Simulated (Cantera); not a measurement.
Input: 1 mol Cu₂O, 2600 mol H₂, at 1677 °C and 1.50 mbar.

Equilibrium computed with Cantera from the NASA thermochemical tables; the gas is ideal and each condensed phase is pure. Candidate condensed phases: Cu, CuO, Cu(OH)₂, Cu₂O, H₂O; 12 gas species. Rates play no part.

Base state: H₂ 0.970, H 0.0291, Cu 0.000757, H₂O 0.000378 (mole fractions); condensed: gas only.

Question: What changes in the equilibrium state with this change: pressure from 1.50 mbar to 12.0 Pa?

Answer: 
```tsv
species	before	after
H₂	0.970	0.900
H	0.0291	0.0993
Cu	0.000757	0.000730
H₂O	0.000378	0.000361
```
